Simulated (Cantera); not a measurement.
A closed system holds: 1 mol Si, 0.81 mol Cl2, 5.4 mol H2, equilibrated at 823.15 K and 17000 Pa.

Equilibrium computed with Cantera from the NASA thermochemical tables; the gas is ideal and each condensed phase is pure. Candidate condensed phases: Si; 19 gas species. The tables' values for SiCl3 are old estimates; treat these amounts as uncertain. The numbers say what is thermodynamically allowed, not how fast it happens.

**Question.** What is the equilibrium state?

**Answer.** 
* **x(H2)**: 0.922
* **x(SiCl4)**: 0.0515
* **x(SiHCl3)**: 0.0234
* **x(HCl)**: 0.00246
* **x(SiH2Cl2)**: 0.000892
* **x(SiCl3)**: 6.44e-5
* **x(SiH3Cl)**: 7.95e-6
* **x(SiCl2)**: 7.21e-6
* **n(Si(s))**: 0.562 mol
* **gas amount**: 5.772 mol
